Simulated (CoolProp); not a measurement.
Properties of nitrogen along the isotherm 200.9 K.

Computed with CoolProp (reference Helmholtz-energy equation of state, Span 2000).

| p (MPa) | phase | cp (kJ/(kg K)) | isothermal compressibility (1/MPa) |
|---|---|---|---|
| 0.00537 | gas | 1.039 | 186.2 |
| 0.00955 | gas | 1.039 | 104.7 |
| 0.017 | gas | 1.040 | 58.84 |
| 0.0302 | gas | 1.040 | 33.13 |
| 0.0537 | gas | 1.041 | 18.64 |
| 0.0955 | gas | 1.043 | 10.49 |
| 0.17 | gas | 1.046 | 5.903 |
| 0.302 | gas | 1.052 | 3.332 |
| 0.537 | gas | 1.063 | 1.883 |
| 0.955 | gas | 1.082 | 1.068 |
| 1.7 | gas | 1.119 | 0.6091 |
